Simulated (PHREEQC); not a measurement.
Make-up at 25 °C: 120 mmol/kgw NaH2PO4 and 0.24 mmol/kgw NaOH. Closed to the air; pH follows from the charge balance.

Model: ion-association model, phreeqc.dat, run in PHREEQC.

| Item | Value |
|---|---|
| pH | 4.56 |
| ionic strength | 0.121 mol/kgw |
| specific conductance | 8100 µS/cm |
| density | 1.007 g/cm³ |
| total alkalinity | 0.240 meq/kg |

| species | molality | activity | log γ |
|---|---|---|---|
| Na+ | 0.120 | 0.0931 | -0.111 |
| H2PO4- | 0.119 | 0.0924 | -0.110 |
| HPO4-2 | 0.000589 | 0.000208 | -0.451 |
| H3PO4 | 0.000365 | 0.000375 | 0.012 |
| NaHPO4- | 4.87e-5 | 3.78e-5 | -0.110 |
| H+ | 3.37e-5 | 2.75e-5 | -0.087 |

No solid was allowed to form. Species that the database lacks are ignored.
